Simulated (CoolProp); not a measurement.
Vapour pressure (MPa) of R236EA: the reference equation beside estimates from Tc = 412.4 K, pc = 3.414 MPa, ω = 0.368. Clausius-Clapeyron is anchored at 305.9 K with a constant enthalpy of vaporisation of 23.03 kJ/mol.

Computed with CoolProp (reference Helmholtz-energy equation of state, Rui 2013).

```
T (K)  reference  Lee-Kesler  Clausius-Clapeyron  van der Waals  Redlich-Kwong  Peng-Robinson
-----  ---------  ----------  ------------------  -------------  -------------  -------------
293.9     0.1771      0.1774              0.1849         0.7493         0.3465         0.1768
305.9     0.2677      0.2688              0.2677         0.9137              ?         0.2668
318       0.3913      0.3934              0.3778          1.101         0.6423         0.3901
330.1     0.5545      0.5574              0.5198          1.312         0.8427         0.5532
342.2     0.7646      0.7679                   ?          1.546          1.082         0.7640
354.2          ?       1.031              0.9201          1.803          1.362          1.029
366.3      1.356       1.358               1.191          2.087          1.691          1.360
378.4      1.760       1.760               1.517          2.397              ?          1.767
```

Q: Complete the blanks.

A: 
- 305.9, Redlich-Kwong: 0.4778
- 342.2, Clausius-Clapeyron: 0.6994
- 354.2, reference: 1.027
- 378.4, Redlich-Kwong: 2.068

Absolute difference from the reference over all 8 rows, mean and median: Lee-Kesler 0.3 and 0.4 %, Clausius-Clapeyron 7.4 and 7.4 %, van der Waals 143.8 and 119.4 %, Redlich-Kwong 50.8 and 46.7 %, Peng-Robinson 0.3 and 0.3 %.
